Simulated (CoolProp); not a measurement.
The numbers come from the reference Helmholtz-energy equation of state, Lemmon 2006 in CoolProp. It is a short technical equation, of lower accuracy than the large ones.

**Question.** For carbon monoxide, give the phase and the cv (kJ/(kg K)), Joule-Thomson coefficient (K/MPa) at -149.45 °C and 0.101 MPa; -67.25 °C and 0.101 MPa.

**Answer.** 
- -149.45 °C and 0.101 MPa: gas; cv 0.747, Joule-Thomson coefficient 12.0
- -67.25 °C and 0.101 MPa: gas; cv 0.743, Joule-Thomson coefficient 5.05
